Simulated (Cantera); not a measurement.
Input: 1 mol Si, a varied amount of HCl, 6.9 mol H2, equilibrated at 1277 °C and 15800 Torr.

These are equilibrium values from Cantera (NASA tables, ideal gas, pure condensed phases), not measurements of a reactor. Candidate condensed phases: Si; 19 gas species. Gases not in the tables: Si2H6 and higher silanes. Equilibrium is a limit: real reactors are often held back by kinetics, nucleation or transport.

Q: What share of the Si ends up in condensed phases as a function of n(HCl) (mol), at 0.73, 0.87, 1, 1.2, 1.5, 1.8, 2.1, 2.6, 3.1, 3.7, 4.4, 5.3?

A: 
```json
[
 {"n(HCl) (mol)": "0.73", "Si condensed (%)": "84.4", "as": "Si(s)"},
 {"n(HCl) (mol)": "0.87", "Si condensed (%)": "80.5", "as": "Si(s)"},
 {"n(HCl) (mol)": "1", "Si condensed (%)": "76.8", "as": "Si(s)"},
 {"n(HCl) (mol)": "1.2", "Si condensed (%)": "71.1", "as": "Si(s)"},
 {"n(HCl) (mol)": "1.5", "Si condensed (%)": "62.5", "as": "Si(s)"},
 {"n(HCl) (mol)": "1.8", "Si condensed (%)": "53.8", "as": "Si(s)"},
 {"n(HCl) (mol)": "2.1", "Si condensed (%)": "45.1", "as": "Si(s)"},
 {"n(HCl) (mol)": "2.6", "Si condensed (%)": "30.5", "as": "Si(s)"},
 {"n(HCl) (mol)": "3.1", "Si condensed (%)": "16.0", "as": "Si(s)"},
 {"n(HCl) (mol)": "3.7", "Si condensed (%)": "0.0", "as": "-"},
 {"n(HCl) (mol)": "4.4", "Si condensed (%)": "0.0", "as": "-"},
 {"n(HCl) (mol)": "5.3", "Si condensed (%)": "0.0", "as": "-"}
]
```
